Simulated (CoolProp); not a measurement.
Vapour-liquid equilibrium of R152A (1) + R227EA (2) at 235.2 K; x and y are mole fractions of (1).

The numbers come from the multi-fluid Helmholtz-energy mixture model, Outcalt 1996 and Lemmon 2016; pair parameters Bell 2016 in CoolProp.

| x | bubble pressure (MPa) | y at the bubble point | dew pressure at overall composition x (MPa) | liquid density (mol/L) |
|---|---|---|---|---|
| 0.05 | 0.03635 | 0.063 | 0.03625 | 9.717 |
| 0.15 | 0.03769 | 0.198 | 0.03717 | 10.16 |
| 0.25 | 0.03947 | 0.332 | 0.03833 | 10.63 |
| 0.35 | 0.04151 | 0.455 | 0.03975 | 11.13 |
| 0.45 | 0.04363 | 0.564 | 0.04142 | 11.67 |
| 0.55 | 0.04567 | 0.658 | 0.04334 | 12.27 |
| 0.65 | 0.04755 | 0.740 | 0.04549 | 12.91 |
| 0.75 | 0.04923 | 0.815 | 0.04778 | 13.62 |
| 0.85 | 0.05069 | 0.886 | 0.04998 | 14.40 |
| 0.95 | 0.05192 | 0.960 | 0.05177 | 15.27 |

No azeotrope shows between x = 0.05 and 0.95.

The pair parameters rest on a limited set of measurements; away from them the model extrapolates. The gap from Raoult's law changes sign with composition, which may be real or a fault of the pair parameters; it wasn't checked against measurements.
